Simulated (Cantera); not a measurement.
## Iron carbonyl, mercury and lead vapours: Pb + CO + N₂

Feed: 1 mol Pb, 1.9 mol CO, 0.28 mol N₂, equilibrated at 1200 K.

These are equilibrium values from Cantera (NASA tables, ideal gas, pure condensed phases), not measurements of a reactor. Candidate condensed phases: C, Pb, PbO, PbO₂, Pb₃O₄; 27 gas species. Rates play no part.

```json
[
 {"P (Pa)": "10", "x CO": "0.597", "x Pb": "0.314", "x N₂": "0.0881", "x CO₂": "6.75e-7", "x Pb₂": "5.73e-7", "n C(graphite)": "0", "n Pb(l)": "0"},
 {"P (Pa)": "42", "x CO": "0.597", "x Pb": "0.314", "x N₂": "0.0881", "x CO₂": "2.83e-6", "x Pb₂": "2.41e-6", "n C(graphite)": "0", "n Pb(l)": "0"},
 {"P (Pa)": "180", "x CO": "0.597", "x Pb": "0.314", "x N₂": "0.0881", "x CO₂": "1.21e-5", "x Pb₂": "1.03e-5", "n C(graphite)": "0", "n Pb(l)": "0"},
 {"P (Pa)": "750", "x CO": "0.797", "x Pb": "0.0858", "x N₂": "0.117", "x CO₂": "9.00e-5", "x Pb₂": "3.20e-6", "n C(graphite)": "0.000215", "n Pb(l)": "0.796"},
 {"P (Pa)": "3200", "x CO": "0.854", "x Pb": "0.0201", "x N₂": "0.126", "x CO₂": "0.000441", "x Pb₂": "7.49e-7", "n C(graphite)": "0.000980", "n Pb(l)": "0.955"},
 {"P (Pa)": "13000", "x CO": "0.865", "x Pb": "0.00495", "x N₂": "0.128", "x CO₂": "0.00184", "x Pb₂": "1.84e-7", "n C(graphite)": "0.00402", "n Pb(l)": "0.989"},
 {"P (Pa)": "56000", "x CO": "0.862", "x Pb": "0.00115", "x N₂": "0.129", "x CO₂": "0.00786", "x Pb₂": "4.28e-8", "n C(graphite)": "0.0170", "n Pb(l)": "0.998"},
 {"P (Pa)": "240000", "x CO": "0.836", "x Pb": "0.000268", "x N₂": "0.132", "x CO₂": "0.0317", "x Pb₂": "9.99e-9", "n C(graphite)": "0.0669", "n Pb(l)": "0.999"},
 {"P (Pa)": "1000000", "x CO": "0.751", "x Pb": "6.43e-5", "x N₂": "0.142", "x CO₂": "0.107", "x Pb₂": "2.40e-9", "n C(graphite)": "0.210", "n Pb(l)": "1.000"}
]
```
x: gas mole fraction; n: condensed amount in mol.

From 0.0750 Torr to 1.35 Torr nothing is condensed. From 5.63 Torr to 7500 Torr the condensed part is C(graphite) + Pb(l). The main Pb-bearing gas is Pb throughout.
